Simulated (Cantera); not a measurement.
Input: 1 mol SiCl4, 0.53 mol HCl, 7.1 mol H2, held at 0.260 bar.

These are equilibrium values from Cantera (NASA tables, ideal gas, pure condensed phases), not measurements of a reactor. Candidate condensed phases: Si; 19 gas species. The tables' values for SiCl3 are old estimates; treat these amounts as uncertain. Equilibrium is a limit: real reactors are often held back by kinetics, nucleation or transport.

x: gas mole fraction; nothing condenses.

| T (K) | x H2 | x HCl | x SiCl4 | x SiHCl3 | x SiCl2 | x SiCl3 |
|---|---|---|---|---|---|---|
| 623 | 0.823 | 0.0615 | 0.116 | 7.17e-5 | <1e-12 | 1.09e-9 |
| 673 | 0.823 | 0.0616 | 0.116 | 0.000195 | <1e-12 | 1.39e-8 |
| 723 | 0.822 | 0.0619 | 0.115 | 0.000458 | 3.27e-11 | 1.23e-7 |
| 773 | 0.822 | 0.0624 | 0.115 | 0.000953 | 8.32e-10 | 8.12e-7 |
| 823 | 0.821 | 0.0632 | 0.114 | 0.00179 | 1.39e-8 | 4.21e-6 |
| 873 | 0.820 | 0.0645 | 0.113 | [?] | [?] | 1.78e-5 |
| 923 | 0.818 | 0.0664 | 0.111 | 0.00487 | 1.43e-6 | 6.28e-5 |
| 973 | 0.815 | 0.0689 | 0.108 | 0.00721 | 9.61e-6 | 0.000191 |
| 1023 | 0.812 | 0.0722 | 0.105 | [?] | [?] | 0.000506 |
| 1073 | 0.808 | 0.0765 | 0.101 | 0.0131 | 0.000224 | 0.00119 |
| 1123 | 0.802 | 0.0821 | 0.0959 | 0.0161 | 0.000807 | 0.00250 |
| 1173 | 0.795 | 0.0900 | 0.0894 | 0.0184 | 0.00240 | 0.00467 |
| 1223 | 0.784 | 0.101 | 0.0811 | 0.0194 | 0.00589 | 0.00774 |
| 1273 | 0.770 | 0.116 | 0.0709 | 0.0188 | 0.0120 | 0.0114 |

Task: Complete the blanks.

Result: 
- 873, x SiHCl3: 0.00307
- 873, x SiCl2: 1.64e-7
- 1023, x SiHCl3: 0.0100
- 1023, x SiCl2: 5.14e-5
